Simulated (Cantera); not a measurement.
What does this Cantera script print?

```python
import numpy as np
import cantera as ct

gas_names = [...]  # 110 gases of nasa_gas.yaml made of C, F, H
cond_names = """
    C(gr) C6H6(L) C7H8(L) C8H18(L),n-octa
""".split()


# ... load() reads the species with a 1 bar reference pressure and builds the phases ...
atoms = {
    'CHF3': {'C': 1, 'H': 1, 'F': 3},
    'F2': {'F': 2},
}
top_T = {'C(gr)': 4500}  # K; cautious upper limits of use, not melting points


# ... equilibrate(T, P, feed) seeds the gas with the atoms and calls Mixture.equilibrate('TP', solver="vcs", rtol=1e-11, max_steps=5000) ...
results = []
feed = {'CHF3': 1, 'F2': 0.56}  # mol
P = 110  # Pa
for T in [3000, 3250, 3500, 3750, 4000, 4250, 4500, 4750, 5000]:
    mix = equilibrate(T, P, feed)
    results.append((T, P, feed, dict(zip(mix.species_names, mix.species_moles))))

top = {s: max(r[3][s] / sum(r[3][g] for g in gas_names) for r in results) for s in gas_names}
cols = sorted((s for s in top if top[s] > 1e-06), key=lambda s: -top[s])[:9]
seen = [c for c in cond_names if any(r[3].get(c, 0) > 1e-12 for r in results)]
print("log10 of partial pressures in bar; condensed amounts in mol")
print(f"{'T/K':>10s}" + "".join(f"{s[:9]:>10s}" for s in cols + seen))
for T, P, feed, n in results:
    ng = sum(n[g] for g in gas_names)
    print(f"{T:10.4g}" + "".join(f"{np.log10(max(n[s] / ng * P / 1e5, 1e-99)):10.3f}" for s in cols)
          + "".join(f"{n.get(c, 0):10.4g}" for c in seen))
```

Result:

```
log10 of partial pressures in bar; condensed amounts in mol
       T/K         F        HF         H         C        C3        CF        C2       CF2  Electron
      3000    -3.135    -3.709    -4.385    -4.567    -4.322    -4.344    -5.043    -5.762    -8.999
      3250    -3.129    -4.044    -3.928    -4.072    -4.629    -4.588    -4.871    -6.700    -8.454
      3500    -3.131    -4.592    -3.789    -3.824    -5.426    -4.984    -5.079    -7.700    -8.085
      3750    -3.131    -5.156    -3.757    -3.763    -6.578    -5.480    -5.567    -8.717    -7.812
      4000    -3.131    -5.669    -3.749    -3.751    -7.709    -5.954    -6.075    -9.648    -7.511
      4250    -3.131    -6.128    -3.747    -3.747    -8.731    -6.382    -6.539   -10.478    -7.151
      4500    -3.131    -6.537    -3.746    -3.747    -9.646    -6.765    -6.956   -11.219    -6.780
      4750    -3.131    -6.905    -3.746    -3.747   -10.467    -7.110    -7.332   -11.883    -6.429
      5000    -3.131    -7.237    -3.746    -3.748   -11.208    -7.422    -7.672   -12.482    -6.106
```

Equilibrium computed with Cantera from the NASA thermochemical tables; the gas is ideal and each condensed phase is pure.
